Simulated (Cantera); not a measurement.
An adiabatic, constant-volume homogeneous reactor starts with H₂ : O₂ : N₂ = 1 : 0.667 : 2.51 (molar parts), at 1373 K and 27.0 bar. Integrator tolerance rtol = 1e-08.

Model: GRI-Mech 3.0 (53 species, 325 reactions), integrated in Cantera. The hydrogen kinetics of GRI-Mech 3.0 are dated; newer H2 mechanisms differ, most at raised pressure. The pressure lies above the range GRI-Mech 3.0 was tuned for (to about 10 atm). Above 3000 K some thermodynamic fits are extrapolated.

```csv
quantity,before,after
time of steepest temperature rise,4.33 µs,6.66 µs
temperature at 5.00 s,3100 K,2488 K
equilibrium temperature,3100 K,2488 K
x(H₂) at 5.00 s,0.0113 (gas-phase equilibrium 0.0113),0.000830 (gas-phase equilibrium 0.000830)
x(O₂) at 5.00 s,0.0333 (gas-phase equilibrium 0.0333),0.0195 (gas-phase equilibrium 0.0195)
x(H₂O₂) at 5.00 s,6.56e-6 (gas-phase equilibrium 6.56e-6),8.99e-7 (gas-phase equilibrium 8.99e-7)
x(HO₂) at 5.00 s,5.37e-5 (gas-phase equilibrium 5.37e-5),7.13e-6 (gas-phase equilibrium 7.13e-6)
x(O) at 5.00 s,0.00393 (gas-phase equilibrium 0.00393),0.000283 (gas-phase equilibrium 0.000283)
x(N₂O) at 5.00 s,7.58e-6 (gas-phase equilibrium 7.58e-6),2.72e-6 (gas-phase equilibrium 2.72e-6)
x(OH) at 5.00 s,0.0237 (gas-phase equilibrium 0.0237),0.00349 (gas-phase equilibrium 0.00349)
```

**Question.** Which change was made?
(A) N2 2.51 to 5.9 parts
(B) H2 1 to 0.51 parts
(C) initial temperature 1373 to 1350 K
(D) initial temperature 1373 to 1725 K

**Answer.** A, N2 2.51 to 5.9 parts
